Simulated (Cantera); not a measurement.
# Hydrogen reduction and annealing atmospheres: PbS + H2

Input: 1 mol PbS, 20 mol H2, at 23.0 mbar.

Equilibrium computed with Cantera from the NASA thermochemical tables; the gas is ideal and each condensed phase is pure. Candidate condensed phases: Pb, PbS, S; 10 gas species. Mutual solubility and eutectic melting of coexisting phases are not modelled. Gases not in the tables: S3 to S7. Rates play no part.

From 650 K to 1050 K the condensed part is Pb(l) + PbS(s). At 1150 K the condensed part is Pb(l). From 1250 K to 1550 K nothing is condensed.

| T (K) | log p H2 | log p PbS | log p H2S | log p Pb | n Pb(l) | n PbS(s) |
|---|---|---|---|---|---|---|
| 650 | -1.64 | -10.31 | -5.53 | -10.03 | 0.00259 | 0.997 |
| 750 | -1.64 | -7.91 | -4.70 | -8.02 | 0.0172 | 0.983 |
| 850 | -1.64 | -6.09 | -4.09 | -6.50 | 0.0712 | 0.928 |
| 950 | -1.64 | -4.66 | -3.61 | -5.30 | 0.211 | 0.766 |
| 1050 | -1.66 | -3.51 | -3.24 | -4.33 | 0.473 | 0.216 |
| 1150 | -1.67 | -3.12 | -3.48 | -3.54 | 0.0417 | 0 |
| 1250 | -1.67 | -3.13 | -3.45 | -3.44 | 0 | 0 |
| 1350 | -1.67 | -3.16 | -3.41 | -3.39 | 0 | 0 |
| 1450 | -1.67 | -3.19 | -3.38 | -3.34 | 0 | 0 |
| 1550 | -1.67 | -3.24 | -3.39 | -3.29 | 0 | 0 |
log p: log10 of the partial pressure in bar; n: condensed amount in mol.
